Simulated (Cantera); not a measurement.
## Aluminium nitride and oxide growth: Al + N₂ + H₂

Charge: 1 mol Al, 2.2 mol N₂, 930 mol H₂, held at 1125 K and 1.00 bar.

Cantera equilibrium calculation (NASA polynomials, part measured and part estimated; ideal gas, pure solids and liquids). Candidate condensed phases: Al, AlN; 13 gas species. Rates play no part.

| Quantity | Value |
|---|---|
| x(H₂) | 0.998 |
| x(N₂) | 0.00182 |
| x(NH₃) | 1.18e-5 |
| n(AlN(s)) | 1.00 mol |
| gas amount | 931.7 mol |
| log10 activity of Al(l) (absent) | -7.78 |
